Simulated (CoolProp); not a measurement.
Vapour-liquid equilibrium of ethane (1) + hydrogen chloride (2) at 0.0663 MPa; x and y are mole fractions of (1).

The numbers come from the multi-fluid Helmholtz-energy mixture model, Bücker 2006 and Thol 2018; pair parameters Bell 2016 in CoolProp.

Problem. Give the bubble temperature and the first vapour's composition at x = 0.2, 0.425, 0.95. Is there an azeotrope?

Solution. x = 0.2: -100.8 °C, y = 0.498; x = 0.425: -101.5 °C, y = 0.541; x = 0.95: -98.1 °C, y = 0.847. y crosses x between x = 0.5 and 0.575: the model has an azeotrope there.

The pair parameters rest on a limited set of measurements; away from them the model extrapolates.
